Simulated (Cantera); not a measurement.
Feed: 1 mol SiC, a varied amount of H₂O, 11 mol H₂, 0.1 mol CO₂, at 800 °C and 1400 Pa.

Method: chemical equilibrium by Gibbs-energy minimisation in Cantera with the NASA 1993 tables (ideal gas, pure condensed phases). Candidate condensed phases: C, C₆H₆, C₇H₈, C₈H₁₈, H₂O, Si, SiC, SiO₂; 123 gas species. Rates play no part.

Task: At 2.9 mol H₂O, list the 5 most abundant gas species with their mole fractions, and the condensed phases.

Result: H₂ 0.926, CO 0.0731, CH₄ 0.000271, H₂O 0.000250, CO₂ 2.13e-5. Condensed: SiO₂(β-quartz).
